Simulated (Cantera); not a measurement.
A closed system holds: 1 mol SiC, 0.22 mol H2O, 120 mol H2, 0.091 mol N2O, equilibrated at 0.133 bar.

Method: chemical equilibrium by Gibbs-energy minimisation in Cantera with the NASA 1993 tables (ideal gas, pure condensed phases). Candidate condensed phases: C, C6H6, C7H8, C8H18, H2O, Si, SiC, SiO2, Si2N2O, Si3N4; 151 gas species. Mutual solubility and eutectic melting of coexisting phases are not modelled. The tables hold silica as quartz up to 1696 K and as liquid above; real silica turns to tridymite and cristobalite and melts near 1996 K. Gases not in the tables: Si2H6 and higher silanes. Kinetics and transport are ignored.

log p: log10 of the partial pressure in bar; n: condensed amount in mol.

| T (K) | log p H2 | log p H | log p CH4 | log p CO | log p SiO | log p N2 | n SiC(s) | n SiO2(β-quartz) | n Si2N2O(s) |
|---|---|---|---|---|---|---|---|---|---|
| 923 | -0.88 | -10.05 | -3.49 | -9.89 | -12.11 | <-12 | 0.708 | 0.110 | 0.0910 |
| 1123 | -0.88 | -7.81 | -3.50 | -5.48 | -8.69 | -8.60 | 0.710 | 0.108 | 0.0910 |
| 1323 | -0.88 | -6.24 | -4.38 | -3.73 | -5.89 | -6.32 | 0.793 | 0.0249 | 0.0906 |
| 1523 | -0.88 | … | … | -3.68 | … | … | 0.808 | 0 | … |
| 1723 | -0.88 | -4.18 | -5.93 | -3.77 | -3.76 | -4.00 | 0.843 | 0 | 0 |
| 1923 | -0.88 | … | -6.08 | -3.75 | -3.78 | -4.01 | 0.835 | 0 | 0 |
| 2123 | -0.88 | -2.89 | -6.08 | -3.65 | -3.93 | -4.03 | 0.769 | 0 | 0 |

Complete the blanks.


- 1923, log p H: -3.46
- 1523, log p H: -5.07
- 1523, log p CH4: -5.44
- 1523, log p SiO: -4.25
- 1523, log p N2: -4.65
- 1523, n Si2N2O(s): 0.0708
